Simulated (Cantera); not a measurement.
A closed system holds: 1 mol V₂O₅, 880 mol H₂, 0.84 mol N₂, held at 1300 K and 47.0 Pa.

Equilibrium computed with Cantera from the NASA thermochemical tables; the gas is ideal and each condensed phase is pure. Candidate condensed phases: H₂O, V, VN, VO, V₂O₃, V₂O₄, V₂O₅; 28 gas species. Condensed phases not in the tables: the oxides between V₂O₃ and V₂O₅ other than VO₂. Rates play no part.

Base state: H₂ 0.997, H₂O 0.00227, N₂ 0.000954, H 5.09e-5 (mole fractions); condensed: V₂O₃(s).

**Question.** What changes in the equilibrium state with this change: H₂ from 880 to 0.62 mol?

**Answer.** 
| species | before | after |
|---|---|---|
| N₂ | 0.000954 | 0.509 |
| H₂O | 0.00227 | 0.376 |
| O₂ | <1e-9 | 0.115 |
| H₂ | 0.997 | 4.44e-6 |
| NO | <1e-9 | 0.000235 |
| OH | 1.52e-9 | 0.000119 |
| H | 5.09e-5 | 1.07e-7 |
| V₂O₃(s), mol | 1.000 | 0 |
| V₂O₄(s), mol | 0 | 1.000 |
